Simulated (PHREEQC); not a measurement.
Consider water at 25 °C with 4.4 mmol/kgw MnSO4, 0.0423 mmol/kgw TMAH and 43 mmol/kgw NaAlO2. Closed to the air; pH follows from the charge balance.

Equilibrium calculation in PHREEQC: ion-association model, phreeqc.dat.

Precipitation was switched off in this run.

**Question.** What pH, ionic strength does the model give?

**Answer.** pH 8.96; ionic strength 0.0579 mol/kgw.

**Question.** In which forms is S present?

**Answer.** SO4-2 81 %, MnSO4 11 %, NaSO4- 7.6 % of the S.

Saturation is exceeded, for instance for Al(OH)3(a), Gibbsite (slow to form); the values hold only as long as no solid forms. (CH3)4N+ isn't in the database: it is added as a free cation with an ion size of 4 Å.
